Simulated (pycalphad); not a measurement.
Source of the numbers: pycalphad with the COST 507 light-alloy database (1999); pressure 1 atm. The database dates from 1999; later assessments differ in places, in temperatures and in the compounds included. Phase fractions are per mole of atoms.

Alloy Ti-3.64Si (at.%). At 1577 °C the liquid holds 5.14 and the BCC_A2 solid 0.671 at.% Si; the final invariant liquid holds 13.1 at.%.

**Question.** Use the Scheil equation x_L = x₀ f_L^(k−1) with a constant partition coefficient to estimate the liquid left at the invariant point, and compare with a stepwise Scheil-Gulliver run on the full database.

**Answer.** k = 0.13, so f_L = (13.1/3.64)^(1/(k − 1)) ≈ 0.23. The stepwise run (steps of 4 K), in which k changes along the path, leaves 0.21 at 1340 °C.

BCC_A2 is bcc.
